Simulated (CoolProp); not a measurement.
A Linde-Hampson liquefier for nitrogen: isothermal reversible compression at 300 K from 1 atm to 30 MPa, throttling to 1 atm, return gas leaving the recuperator 2 K below the feed. Each further row changes one setting.

Computed with CoolProp (reference Helmholtz-energy equation of state, Span 2000).

```
case                        liquid yield per pass  compression work (kJ/kg of gas)
--------------------------  ---------------------  -------------------------------
as stated                                   0.084                              511
high pressure 60 MPa                        0.075                              591
warm-end temperature 330 K                  0.060                              566
warm-end gap 7 K                            0.073                              511
```
